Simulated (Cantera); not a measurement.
## Thermodynamics of hydrogen reduction and annealing atmospheres, feed FeS₂ + H₂ + N₂

Charge: 1 mol FeS₂, 49 mol H₂, 41 mol N₂, equilibrated at 84.0 Pa.

Method: chemical equilibrium by Gibbs-energy minimisation in Cantera with the NASA 1993 tables (ideal gas, pure condensed phases). Candidate condensed phases: Fe, FeS, FeS₂, S; 16 gas species. Metal and sulfide melt together well below either melting point, which pure phases cannot show. Mutual solubility and eutectic melting of coexisting phases are not modelled. FeS: taken at fixed stoichiometry. Gases not in the tables: S₃ to S₇. Equilibrium is a limit: real reactors are often held back by kinetics, nucleation or transport.

| T (K) | x H₂ | x N₂ | x H₂S | x S₂ | x Fe | x H | x SH | x S | n FeS(s) | n Fe(γ) |
|---|---|---|---|---|---|---|---|---|---|---|
| 898 | 0.533 | 0.456 | 0.0111 | 2.41e-6 | <1e-12 | 2.76e-9 | 3.35e-7 | 1.94e-11 | 1.00 | 0 |
| 973 | 0.533 | 0.456 | 0.0111 | 1.53e-5 | <1e-12 | 2.72e-8 | 1.82e-6 | 4.54e-10 | 1.00 | 0 |
| 1048 | 0.533 | 0.456 | 0.0110 | 7.33e-5 | 1.29e-11 | 1.95e-7 | 7.73e-6 | 6.72e-9 | 1.00 | 0 |
| 1123 | 0.534 | 0.455 | 0.0105 | 0.000270 | 4.99e-10 | 1.07e-6 | 2.63e-5 | 6.76e-8 | 1.00 | 0 |
| 1198 | 0.534 | 0.455 | 0.00955 | 0.000741 | 1.29e-8 | 4.80e-6 | 7.18e-5 | 4.78e-7 | 1.000 | 0 |
| 1273 | 0.536 | 0.455 | 0.00795 | 0.00149 | 2.49e-7 | 1.80e-5 | 0.000158 | 2.44e-6 | 1.000 | 0 |
| 1348 | 0.537 | 0.454 | 0.00616 | 0.00231 | 3.73e-6 | 5.85e-5 | 0.000292 | 9.49e-6 | 1.000 | 0 |
| 1423 | 0.534 | 0.453 | 0.00641 | 0.00592 | 3.17e-5 | 0.000167 | 0.000660 | 4.21e-5 | 0.282 | 0.715 |
| 1498 | 0.534 | 0.451 | 0.00505 | 0.00791 | 0.000171 | 0.000433 | 0.00104 | 0.000122 | 0 | 0.984 |
| 1573 | 0.534 | 0.451 | 0.00366 | 0.00831 | 0.000783 | 0.00102 | 0.00142 | 0.000287 | 0 | 0.929 |
| 1648 | 0.532 | 0.449 | 0.00267 | 0.00839 | 0.00311 | 0.00224 | 0.00185 | 0.000615 | 0 | 0.717 |
x: gas mole fraction; n: condensed amount in mol.

From 898 K to 1348 K the condensed part is FeS(s). At 1423 K the condensed part is Fe(γ) + FeS(s). From 1498 K to 1648 K the condensed part is Fe(γ).
